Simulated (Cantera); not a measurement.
Input (Python, Cantera) and output of one run.

```python
import numpy as np
import cantera as ct

gas_names = """
    CL CL2 N N2 Si SiCL SiCL2 SiCL3 SiCL4 SiN Si2 Si2N Si3
""".split()
cond_names = """
    Si(cr) Si(L) Si3N4(a)
""".split()


# ... load() reads the species with a 1 bar reference pressure and builds the phases ...
atoms = {
    'Si2Cl6': {'Si': 2, 'CL': 6},
    'Cl2': {'CL': 2},
    'N2': {'N': 2},
}
top_T = {'Si3N4(a)': 2400}  # K; cautious upper limits of use, not melting points


# ... equilibrate(T, P, feed) seeds the gas with the atoms and calls Mixture.equilibrate('TP', solver="vcs", rtol=1e-11, max_steps=5000) ...
results = []
feed = {'Si2Cl6': 1, 'Cl2': 0.048, 'N2': 230}  # mol
P = 1333.22  # Pa
for T in [1275, 1325, 1375, 1425, 1475, 1525, 1575, 1625, 1675, 1725]:
    mix = equilibrate(T, P, feed)
    results.append((T, P, feed, dict(zip(mix.species_names, mix.species_moles))))
    x = sorted(zip(gas.X, gas.species_names), reverse=True)
    print(f"T = {T:g} K  P = {P:g} Pa  gas = {mix.phase_moles(0):.4g} mol")
    print("   x: " + "  ".join(f"{s} {v:.3e}" for v, s in x if v > 1e-06))
    print("   condensed (mol): " + ("  ".join(f"{mix.phase(i).name} {mix.phase_moles(i):.4g}"
          for i in range(1, mix.n_phases) if mix.phase_moles(i) > 1e-12) or "none"))
```

It prints:

```
T = 1275 K  P = 1333.22 Pa  gas = 231.4 mol
   x: N2 9.928e-01  SiCL4 5.573e-03  SiCL3 8.223e-04  SiCL2 7.895e-04  CL 3.533e-06
   condensed (mol): Si3N4(a) 0.1124
T = 1325 K  P = 1333.22 Pa  gas = 231.7 mol
   x: N2 9.921e-01  SiCL4 4.639e-03  SiCL2 1.941e-03  SiCL3 1.288e-03  CL 7.602e-06
   condensed (mol): Si3N4(a) 0.059
T = 1375 K  P = 1333.22 Pa  gas = 232 mol
   x: N2 9.914e-01  SiCL4 3.694e-03  SiCL2 3.298e-03  SiCL3 1.628e-03  CL 1.749e-05
   condensed (mol): none
T = 1425 K  P = 1333.22 Pa  gas = 232 mol
   x: N2 9.913e-01  SiCL4 3.623e-03  SiCL2 3.263e-03  SiCL3 1.734e-03  CL 5.372e-05
   condensed (mol): none
T = 1475 K  P = 1333.22 Pa  gas = 232 mol
   x: N2 9.912e-01  SiCL4 3.522e-03  SiCL2 3.260e-03  SiCL3 1.837e-03  CL 1.514e-04
   condensed (mol): none
T = 1525 K  P = 1333.22 Pa  gas = 232.1 mol
   x: N2 9.910e-01  SiCL4 3.351e-03  SiCL2 3.328e-03  SiCL3 1.938e-03  CL 3.897e-04
   condensed (mol): none
T = 1575 K  P = 1333.22 Pa  gas = 232.2 mol
   x: N2 9.905e-01  SiCL2 3.537e-03  SiCL4 3.046e-03  SiCL3 2.029e-03  CL 9.023e-04  CL2 1.215e-06
   condensed (mol): none
T = 1625 K  P = 1333.22 Pa  gas = 232.4 mol
   x: N2 9.896e-01  SiCL2 3.975e-03  SiCL4 2.543e-03  SiCL3 2.086e-03  CL 1.840e-03  CL2 2.792e-06
   condensed (mol): none
T = 1675 K  P = 1333.22 Pa  gas = 232.8 mol
   x: N2 9.882e-01  SiCL2 4.695e-03  CL 3.246e-03  SiCL3 2.046e-03  SiCL4 1.852e-03  CL2 4.971e-06
   condensed (mol): none
T = 1725 K  P = 1333.22 Pa  gas = 233.1 mol
   x: N2 9.865e-01  SiCL2 5.634e-03  CL 4.921e-03  SiCL3 1.831e-03  SiCL4 1.112e-03  CL2 6.749e-06
   condensed (mol): none
```

Method: chemical equilibrium by Gibbs-energy minimisation in Cantera with the NASA 1993 tables (ideal gas, pure condensed phases). The feed counts by its element totals alone. N2 is the only nitrogen source here; it is nearly inert below about 1500 K, so the nitride shown seldom forms there in practice. The tables' values for SiCl3 are old estimates; treat these amounts as uncertain.
